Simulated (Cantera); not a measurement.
Feed: 1 mol SiHCl3, 0.0061 mol C3H8, 360 mol H2, held at 0.110 bar.

These are equilibrium values from Cantera (NASA tables, ideal gas, pure condensed phases), not measurements of a reactor. Candidate condensed phases: C, C6H6, C7H8, C8H18, Si, SiC; 109 gas species. The tables' values for SiCl are old estimates; treat these amounts as uncertain. Gases not in the tables: Si2H6 and higher silanes. Kinetics and transport are ignored. All values below are at 2152 °C.

Base state: H2 0.937, H 0.0522, HCl 0.00769, Si 0.00232, Cl 0.000305, SiH 0.000222, SiH2 6.96e-5, SiCl 3.35e-5 (mole fractions); condensed: gas only.

What changes in the equilibrium state with this change: pressure from 0.110 bar to 0.180 bar?


| species | before | after |
|---|---|---|
| H2 | 0.937 | 0.948 |
| H | 0.0522 | 0.0411 |
| HCl | 0.00769 | 0.00778 |
| Si | 0.00232 | 0.00222 |
| SiCl2 | 9.51e-6 | 1.51e-5 |
| SiH2 | 6.96e-5 | 0.000110 |
